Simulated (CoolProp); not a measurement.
Properties of dimethyl carbonate along the isobar 101 kPa.

Computed with CoolProp (reference Helmholtz-energy equation of state, Zhou 2011).

```tsv
T (°C)	phase	density (kg/m³)	isothermal compressibility (1/MPa)	expansivity (1/kK)
197.55	gas	2.354	10.03	2.209
208.35	gas	2.299	10.02	2.154
219.05	gas	2.247	10.01	2.102
229.85	gas	2.197	10.00	2.052
240.65	gas	2.150	9.994	2.005
251.45	gas	2.104	9.988	1.960
262.15	gas	2.061	9.982	1.917
272.95	gas	2.019	9.977	1.877
283.75	gas	1.979	9.972	1.838
294.55	gas	1.940	9.968	1.800
305.25	gas	1.904	9.964	1.765
316.05	gas	1.868	9.960	1.731
326.85	gas	1.834	9.957	1.698
```
